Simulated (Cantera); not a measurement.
What does this Cantera script print?

```python
import numpy as np
import cantera as ct

gas_names = """
    B BH BH2 BH3 BN BO BO2 B2 B2O B2O2 B2O3 B3O3H3 H HBO HBO2 HNO HNO2 HNO3 HO2 H2 H2O H2O2 H3B3O6 N NH
    NH2 NH3 NH2OH NO NO2 NO3 N2 N2H2 N2H4 N2O O OH O2 O3
""".split()
cond_names = """
    B(b) B(L) BN(s) B2O3(L) B3O3H3(cr) H2O(s) H2O(L)
""".split()


def load(file, names, dense=False):
    # The tables refer to 1 bar. Condensed volumes are neglected.
    table = {s.name: s for s in ct.Species.list_from_file(file)}
    out = []
    for n in names:
        d = dict(table[n].input_data)
        d["thermo"] = dict(d["thermo"], **{"reference-pressure": 1e5})
        if dense:
            d["equation-of-state"] = {"model": "constant-volume", "density": "1e6 g/cm^3"}
        out.append(ct.Species.from_dict(d))
    return out


gas = ct.Solution(thermo="ideal-gas", species=load("nasa_gas.yaml", gas_names))
cond = {s.name: ct.Solution(thermo="fixed-stoichiometry", species=[s], name=s.name)
        for s in load("nasa_condensed.yaml", cond_names, dense=True)}
atoms = {
    'B2O3': {'B': 2, 'O': 3},
    'H2O': {'H': 2, 'O': 1},
    'H2': {'H': 2},
    'N2': {'N': 2},
}
top_T = {'BN(s)': 3200}  # K; cautious upper limits of use, not melting points


def equilibrate(T, P, feed):
    n = {}
    for name, mol in feed.items():
        for a, k in atoms[name].items():
            n[a] = n.get(a, 0.0) + k * mol
    gas.TPX = T, P, n
    mass = sum(n.values()) * gas.mean_molecular_weight
    gas.equilibrate("TP")
    valid = [c for c in cond.values() if c.min_temp <= T <= top_T.get(c.name, c.max_temp)]
    mix = ct.Mixture([(gas, mass / gas.mean_molecular_weight)] + [(c, 0.0) for c in valid])
    mix.T, mix.P = T, P
    mix.equilibrate("TP", solver="vcs", rtol=1e-11, max_steps=5000)
    return mix


results = []
feed = {'B2O3': 1, 'H2O': 0.79, 'H2': 11, 'N2': 1.5}  # mol
T = 2350  # K
for P in [10, 63, 400, 2500, 16000, 100000]:
    mix = equilibrate(T, P, feed)
    results.append((T, P, feed, dict(zip(mix.species_names, mix.species_moles))))
    x = sorted(zip(gas.X, gas.species_names), reverse=True)
    print(f"T = {T:g} K  P = {P:g} Pa  gas = {mix.phase_moles(0):.4g} mol")
    print("   x: " + "  ".join(f"{s} {v:.3e}" for v, s in x if v > 1e-06))
    print("   condensed (mol): " + ("  ".join(f"{mix.phase(i).name} {mix.phase_moles(i):.4g}"
          for i in range(1, mix.n_phases) if mix.phase_moles(i) > 1e-12) or "none"))
```

Result:

```
T = 2350 K  P = 10 Pa  gas = 21.96 mol
   x: H 5.746e-01  H2 2.123e-01  N2 6.815e-02  BO 6.219e-02  H2O 2.339e-02  O 1.997e-02  HBO2 1.503e-02  OH 1.092e-02  BO2 8.433e-03  HBO 2.128e-03  B2O3 1.621e-03  O2 9.152e-04  NO 3.372e-04  B2O2 3.728e-05  N 1.741e-06
   condensed (mol): none
T = 2350 K  P = 63 Pa  gas = 17.8 mol
   x: H2 4.323e-01  H 3.267e-01  N2 8.421e-02  BO 5.009e-02  H2O 4.196e-02  HBO2 3.819e-02  HBO 6.140e-03  BO2 5.983e-03  B2O3 5.834e-03  OH 5.466e-03  O 2.792e-03  B2O2 1.524e-04  NO 1.315e-04  O2 1.127e-04
   condensed (mol): none
T = 2350 K  P = 400 Pa  gas = 15.79 mol
   x: H2 5.943e-01  H 1.520e-01  N2 9.495e-02  HBO2 5.434e-02  H2O 4.210e-02  BO 3.305e-02  HBO 1.197e-02  B2O3 1.177e-02  BO2 2.881e-03  OH 1.857e-03  B2O2 4.212e-04  O 3.210e-04  NO 4.046e-05  O2 9.457e-06
   condensed (mol): none
T = 2350 K  P = 2500 Pa  gas = 14.92 mol
   x: H2 6.789e-01  N2 1.005e-01  H 6.499e-02  HBO2 6.246e-02  H2O 3.859e-02  BO 1.772e-02  HBO 1.715e-02  B2O3 1.697e-02  BO2 1.240e-03  B2O2 7.569e-04  OH 6.368e-04  O 4.121e-05  NO 1.336e-05
   condensed (mol): none
T = 2350 K  P = 16000 Pa  gas = 14.55 mol
   x: H2 7.178e-01  N2 1.031e-01  HBO2 6.596e-02  H2O 3.614e-02  H 2.642e-02  HBO 2.045e-02  B2O3 2.021e-02  BO 8.123e-03  B2O2 1.018e-03  BO2 5.032e-04  OH 2.293e-04  O 5.703e-06  NO 4.738e-06
   condensed (mol): none
T = 2350 K  P = 100000 Pa  gas = 14.39 mol
   x: H2 7.340e-01  N2 1.042e-01  HBO2 6.734e-02  H2O 3.496e-02  HBO 2.207e-02  B2O3 2.178e-02  H 1.069e-02  BO 3.468e-03  B2O2 1.159e-03  BO2 2.032e-04  OH 8.771e-05  NH3 2.490e-06  NO 1.802e-06  BH2 1.126e-06
   condensed (mol): none
```

Cantera equilibrium calculation (NASA polynomials, part measured and part estimated; ideal gas, pure solids and liquids).
